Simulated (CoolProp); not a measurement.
R1233zd(E) along the isobar 1.91 MPa: fugacity coefficient from the reference equation and from simpler models built on Tc = 438.9 K, pc = 3.583 MPa, ω = 0.304; each cubic takes its own stable root.

Computed with CoolProp (reference Helmholtz-energy equation of state, Akasaka 2022).

```tsv
T (K)	phase	reference	van der Waals	Soave-Redlich-Kwong
372.5	liquid	0.4597	0.7371	0.4736
379.5	liquid	0.5204	0.7738	0.5361
386.6	liquid	0.5857	0.7842	0.6030
393.6	liquid	0.6536	0.7938	0.6721
400.7	liquid	0.7255	0.8028	0.7445
407.7	gas	0.7604	0.8111	0.7716
414.8	gas	0.7750	0.8191	0.7849
421.8	gas	0.7882	0.8265	0.7971
428.9	gas	0.8004	0.8335	0.8085
435.9	gas	0.8116	0.8401	0.8191
443	gas	0.8220	0.8464	0.8291
450	gas	0.8316	0.8523	0.8383
```

At some of these states van der Waals gives the other phase, because its saturation line lies elsewhere.
